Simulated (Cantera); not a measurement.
Cantera run, input and output.

```python
import numpy as np
import cantera as ct

gas = ct.Solution("gri30.yaml")
gas.TPX = 1175, 2100000, {'CH4': 1, 'C2H6': 0.11, 'O2': 0.994, 'N2': 3.74}
reactor = ct.IdealGasReactor(gas, energy="on", clone=False)
net = ct.ReactorNet([reactor])
net.rtol, net.atol = 1e-08, 1e-16
show = ['CH4', 'C2H6', 'O2', 'C2H4', 'NO2', 'HO2', 'C2H2']
times = np.geomspace(8e-06, 0.1, 10)

steps = ct.SolutionArray(gas, extra=["t"])
rows = []
print(f"{'t/s':>10s}{'T/K':>9s}{'P/Pa':>11s}" + "".join(f"{s:>11s}" for s in show))
for t in times:
    while net.time < t:
        t_next = net.step()
        steps.append(gas.state, t=t_next)
    rows.append([np.interp(t, steps.t, y) for y in (steps.T, steps.P, *steps(*show).X.T)])
    print(f"{t:10.3e}{rows[-1][0]:9.1f}{rows[-1][1]:11.4g}" + "".join(f"{x:11.3e}" for x in rows[-1][2:]))
rate = np.gradient(steps.T, steps.t)
print("integrator steps:", len(steps.t))
if steps.T.max() > steps.T[0] + 200:
    print(f"time of steepest temperature rise: {steps.t[rate.argmax()]:.4e} s")
gas.TPX = 1175, 2100000, {'CH4': 1, 'C2H6': 0.11, 'O2': 0.994, 'N2': 3.74}
gas.equilibrate("UV")
print(f"equilibrium (UV): T = {gas.T:.1f} K  " + "  ".join(f"{s} {gas[s].X[0]:.3e}" for s in show))
```

It prints:

```
       t/s      T/K       P/Pa        CH4       C2H6         O2       C2H4        NO2        HO2       C2H2
 8.000e-06   1175.0    2.1e+06  1.711e-01  1.882e-02  1.701e-01  9.234e-08  4.463e-24  2.156e-07  5.627e-15
 2.282e-05   1175.0    2.1e+06  1.711e-01  1.882e-02  1.701e-01  6.687e-07  3.857e-22  8.763e-07  2.071e-13
 6.509e-05   1175.0    2.1e+06  1.711e-01  1.882e-02  1.701e-01  5.515e-06  4.879e-20  3.856e-06  1.066e-11
 1.857e-04   1175.7  2.101e+06  1.710e-01  1.872e-02  1.699e-01  1.038e-04  9.471e-17  2.087e-05  2.810e-09
 5.296e-04   1237.8   2.22e+06  1.627e-01  1.540e-02  1.606e-01  3.898e-03  5.638e-13  1.482e-04  4.023e-06
 1.511e-03   2353.7  5.249e+06  5.472e-06  8.064e-12  2.643e-08  1.071e-08  2.213e-11  1.665e-10  7.252e-07
 4.309e-03   2353.7  5.249e+06  3.240e-07  1.308e-14  2.642e-08  8.201e-12  2.038e-11  1.664e-10  5.532e-10
 1.229e-02   2353.7  5.249e+06  3.236e-07  1.306e-14  2.642e-08  8.191e-12  1.714e-11  1.664e-10  5.525e-10
 3.506e-02   2353.7  5.249e+06  3.233e-07  1.304e-14  2.641e-08  8.184e-12  1.420e-11  1.664e-10  5.520e-10
 1.000e-01   2353.7  5.249e+06  3.233e-07  1.304e-14  2.641e-08  8.183e-12  1.349e-11  1.664e-10  5.519e-10
integrator steps: 2416
time of steepest temperature rise: 5.9692e-04 s
equilibrium (UV): T = 2353.7 K  CH4 3.550e-07  C2H6 1.528e-14  O2 2.641e-08  C2H4 9.016e-12  NO2 1.348e-11  HO2 1.664e-10  C2H2 6.076e-10
```

Model: GRI-Mech 3.0 (53 species, 325 reactions), integrated in Cantera. The pressure lies above the range GRI-Mech 3.0 was tuned for (to about 10 atm).
